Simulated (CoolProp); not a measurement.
Vapour pressure (MPa) of R1233zd(E): the reference equation beside estimates from Tc = 165.7 °C, pc = 3.583 MPa, ω = 0.304.

Computed with CoolProp (reference Helmholtz-energy equation of state, Akasaka 2022).

| T (°C) | reference | Lee-Kesler | van der Waals | Soave-Redlich-Kwong |
|---|---|---|---|---|
| 16.05 | 0.09363 | 0.09271 | 0.5239 | 0.09284 |
| 20.35 | 0.1101 | 0.1093 | 0.5667 | 0.1093 |
| 24.75 | 0.1292 | 0.1285 | 0.6128 | 0.1285 |
| 29.15 | 0.1508 | 0.1504 | 0.6613 | 0.1503 |
| 33.45 | 0.1745 | 0.1743 | 0.7110 | 0.1742 |
| 37.85 | 0.2017 | 0.2018 | 0.7644 | 0.2017 |
| 42.25 | 0.2320 | 0.2325 | 0.8204 | 0.2324 |
| 46.55 | 0.2650 | 0.2659 | 0.8775 | 0.2657 |
| 50.95 | 0.3023 | 0.3036 | 0.9386 | 0.3036 |
| 55.35 | 0.3434 | 0.3453 | 1.002 | 0.3454 |
| 59.65 | 0.3877 | 0.3900 | 1.067 | 0.3904 |
| 64.05 | 0.4373 | 0.4402 | 1.137 | 0.4409 |
| 68.45 | 0.4917 | 0.4950 | 1.209 | 0.4963 |

Absolute difference from the reference over all 13 rows, mean and median: Lee-Kesler 0.5 and 0.5 %, van der Waals 272.4 and 253.6 %, Soave-Redlich-Kwong 0.5 and 0.5 %.
